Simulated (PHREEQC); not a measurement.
A solution holds 1.6 mmol/kgw CuCl2, 120 mmol/kgw H2SO4 and 45 mmol/kgw KCl, at 70 °C. Closed to the air; pH follows from the charge balance.

Model: ion-association model, wateq4f.dat, run in PHREEQC.

No solid was allowed to form.

Task: Predict the pH, ionic strength, activity of water.

Result: pH 0.99; ionic strength 0.187 mol/kgw; activity of water 0.994.

Task: In which forms is Cu present?

Result: Cu+2 68 %, CuCl+ 18 %, CuSO4 13 % of the Cu.

Away from 25 °C the constants follow the database's enthalpies or fits; those with neither stay at their 25 °C values.
